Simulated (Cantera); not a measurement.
Feed: 1 mol trisilylamine, 7.8 mol NH3, 17 mol H2, at 1.00 bar.

Cantera equilibrium calculation (NASA polynomials, part measured and part estimated; ideal gas, pure solids and liquids). Candidate condensed phases: Si, Si3N4; 18 gas species. The feed counts by its element totals alone. Rates play no part. All values below are at 1623 K.

Base state: H2 0.933, N2 0.0674, H 6.67e-5, NH3 1.03e-5 (mole fractions); condensed: Si3N4(s).

Q: What changes in the equilibrium state with this change: trisilylamine replaced by SiH4?

A: 
```tsv
species	before	after
H2	0.933	0.905
N2	0.0674	0.0953
H	6.67e-5	6.57e-5
NH3	1.03e-5	1.17e-5
Si3N4(s), mol	1.000	0.333
```
